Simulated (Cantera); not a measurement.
# Thermal oxidation and active oxidation of silicon: Si + N₂O + H₂

Charge: 1 mol Si, 0.051 mol N₂O, 34 mol H₂, equilibrated at 750 Torr.

These are equilibrium values from Cantera (NASA tables, ideal gas, pure condensed phases), not measurements of a reactor. Candidate condensed phases: H₂O, Si, SiO₂, Si₂N₂O, Si₃N₄; 35 gas species. Mutual solubility and eutectic melting of coexisting phases are not modelled. Gases not in the tables: Si₂H₆ and higher silanes. Kinetics and transport are ignored.

From 1173 K to 1673 K the condensed part is Si(s) + Si₂N₂O(s). From 1723 K to 1773 K the condensed part is Si(l) + Si₂N₂O(s). The main Si-bearing gas is SiH₄ at 1173 K and SiO at 1773 K.

| T (K) | log p H₂ | log p N₂ | log p SiO | log p H | n Si(s) | n Si₂N₂O(s) | n Si(l) |
|---|---|---|---|---|---|---|---|
| 1173 | 0.00 | -9.64 | -8.79 | -6.93 | 0.898 | 0.0510 | 0 |
| 1223 | 0.00 | -8.66 | -8.24 | -6.52 | 0.898 | 0.0510 | 0 |
| 1273 | 0.00 | -7.85 | -7.67 | -6.15 | 0.898 | 0.0510 | 0 |
| 1323 | 0.00 | -7.15 | -7.08 | -5.80 | 0.898 | 0.0510 | 0 |
| 1373 | 0.00 | -6.54 | -6.51 | -5.48 | 0.898 | 0.0510 | 0 |
| 1423 | 0.00 | -5.98 | -5.96 | -5.18 | 0.898 | 0.0510 | 0 |
| 1473 | 0.00 | -5.46 | -5.45 | -4.90 | 0.898 | 0.0509 | 0 |
| 1523 | 0.00 | -4.98 | -4.98 | -4.64 | 0.898 | 0.0506 | 0 |
| 1573 | 0.00 | -4.53 | -4.53 | -4.39 | 0.899 | 0.0500 | 0 |
| 1623 | 0.00 | -4.11 | -4.11 | -4.16 | 0.900 | 0.0484 | 0 |
| 1673 | 0.00 | -3.72 | -3.72 | -3.94 | 0.904 | 0.0444 | 0 |
| 1723 | 0.00 | -3.33 | -3.33 | -3.74 | 0 | 0.0351 | 0.913 |
| 1773 | 0.00 | -2.96 | -2.96 | -3.55 | 0 | 0.0137 | 0.934 |
log p: log10 of the partial pressure in bar; n: condensed amount in mol.
